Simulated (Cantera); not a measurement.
What does this Cantera script print?

```python
import numpy as np
import cantera as ct

gas_names = """
    N2O NO Mg
""".split()
cond_names = """
    MgO(s) MgO(L)
""".split()


# ... load() reads the species with a 1 bar reference pressure and builds the phases ...
species = {s.name: s for s in load("nasa_gas.yaml", gas_names) + load("nasa_condensed.yaml", cond_names)}
# Each term lists the table entries of one substance; the one whose range holds T is used.
reactions = {
    'MgO + N2O(g) = 2 NO(g) + Mg(g)':
        [(-1, ['MgO(s)', 'MgO(L)']), (-1, ['N2O']), (2, ['NO']), (1, ['Mg'])],
}


def pick(names, T):
    return next(species[n] for n in names if species[n].thermo.min_temp <= T <= species[n].thermo.max_temp)


results = []
for label, terms in reactions.items():
    print(label)
    print("     T/K   dH/kJ  dS/(J/K)   dG/kJ   log10 K")
    for T in [300, 1148, 1248, 1348, 1448, 1548, 1648, 1748]:
        used = [(nu, pick(names, T)) for nu, names in terms]
        dH = sum(nu * s.thermo.h(T) for nu, s in used) / 1e6
        dS = sum(nu * s.thermo.s(T) for nu, s in used) / 1e3
        dG = dH - T * dS / 1e3
        logK = -dG * 1e6 / (ct.gas_constant * T * np.log(10))
        results.append((label, T, dH, dS, dG, logK, [s.name for _, s in used]))
        print(f"{T:8g} {dH:8.1f} {dS:8.1f} {dG:8.1f} {logK:8.2f}")
```

Result:

```
MgO + N2O(g) = 2 NO(g) + Mg(g)
     T/K   dH/kJ  dS/(J/K)   dG/kJ   log10 K
     300    849.3    323.2    752.3  -130.99
    1148    838.5    309.1    483.6   -22.00
    1248    836.6    307.5    452.7   -18.95
    1348    834.6    306.1    422.1   -16.35
    1448    832.6    304.6    391.5   -14.12
    1548    830.6    303.3    361.1   -12.19
    1648    828.5    302.0    330.9   -10.49
    1748    826.4    300.7    300.7    -8.99
```

Source: NASA polynomial tables (part measured, part estimated), evaluated in Cantera. Condensed species are held in their standard states even where they would react or evaporate.
